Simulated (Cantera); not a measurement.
Input: 1 mol Pb, 0.76 mol CO, 38 mol H2, held at 500 °C and 0.0100 bar.

Method: chemical equilibrium by Gibbs-energy minimisation in Cantera with the NASA 1993 tables (ideal gas, pure condensed phases). Candidate condensed phases: C, C6H6, C7H8, C8H18, H2O, Pb, PbO, PbO2, Pb3O4; 113 gas species. Rates play no part.

Base state: H2 0.971, CO 0.00977, CH4 0.00974, H2O 0.00926, CO2 0.000478 (mole fractions); condensed: Pb(l).

Task: What changes in the equilibrium state with this change: CO from 0.76 to 0.1 mol?

Result: 
```csv
species,before,after
H2,0.971,0.995
CH4,0.00974,0.00216
H2O,0.00926,0.00216
CO,0.00977,0.000469
CO2,0.000478,5.21e-6
"Pb(l), mol",1.000,1.000
```
